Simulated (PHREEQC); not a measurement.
0.036 g of hydrous ferric oxide (600 m²/g; 0.2 weak and 0.005 strong sites per Fe, Dzombak-Morel constants, diffuse double layer) in 1 kg of water with 0.3 mol/kgw of an inert sodium salt, at 25 °C; the pH is set by adding NaOH or the inert anion's acid. O2 is buffered at 0.21 atm. The system is closed to CO2. Nothing may precipitate in this run.

Base run: PHREEQC, ion-association model, wateq4f.dat. Each further column changes one thing. The table gives surface potential ψ (mV).

| pH | base | background salt from 0.3 to 0.03 mol/kgw | oxide from 0.036 to 0.18 g/kgw | 2.7e-05 mol/kgw CaCl2 added |
|---|---|---|---|---|
| 4 | 123 | [?] | 123 | 123 |
| 4.75 | 115 | 149 | 115 | 115 |
| 5.5 | 98 | 123 | 98 | 98 |
| 5.88 | 86 | 108 | 86 | 86 |
| 6.62 | 61 | [?] | 61 | 61 |
| 7.38 | 31 | [?] | 31 | 31 |
| 8.12 | 0 | [?] | 0 | [?] |
| 8.5 | -17 | -21 | -17 | [?] |
| 9.25 | -48 | -59 | -48 | -40 |
| 10 | -75 | -94 | -75 | [?] |

Problem. Fill in the missing entries.

Solution. 
- 4, background salt from 0.3 to 0.03 mol/kgw: 169
- 6.62, background salt from 0.3 to 0.03 mol/kgw: 76
- 7.38, background salt from 0.3 to 0.03 mol/kgw: 38
- 8.12, background salt from 0.3 to 0.03 mol/kgw: -1
- 8.12, 2.7e-05 mol/kgw CaCl2 added: 1
- 8.5, 2.7e-05 mol/kgw CaCl2 added: -14
- 10, 2.7e-05 mol/kgw CaCl2 added: -57
